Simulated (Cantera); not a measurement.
PbO + H2 + H2O (hydrogen reduction and annealing atmospheres)

A closed system holds: 1 mol PbO, 3.2 mol H2, 9.8 mol H2O, held at 10000 Pa.

Equilibrium computed with Cantera from the NASA thermochemical tables; the gas is ideal and each condensed phase is pure. Candidate condensed phases: H2O, Pb, PbO, PbO2, Pb3O4; 12 gas species. Gases not in the tables: (PbO)n polymers. Rates play no part.

| T (°C) | log p H2O | log p H2 | log p Pb | log p H | n Pb(l) |
|---|---|---|---|---|---|
| 1075 | -1.10 | -1.79 | -2.32 | -6.53 | 0.347 |
| 1175 | -1.11 | -1.80 | -2.15 | -5.94 | 0 |
| 1275 | -1.11 | -1.80 | -2.15 | -5.41 | 0 |
| 1375 | -1.11 | -1.80 | -2.15 | -4.95 | 0 |
| 1475 | -1.11 | -1.80 | -2.15 | -4.54 | 0 |
| 1575 | -1.11 | -1.80 | -2.15 | -4.18 | 0 |
| 1675 | -1.11 | -1.80 | -2.15 | -3.85 | 0 |
| 1775 | -1.12 | -1.80 | -2.16 | -3.55 | 0 |
| 1875 | -1.12 | -1.80 | -2.16 | -3.28 | 0 |
log p: log10 of the partial pressure in bar; n: condensed amount in mol.

At 1075 °C the condensed part is Pb(l). From 1175 °C to 1875 °C nothing is condensed.
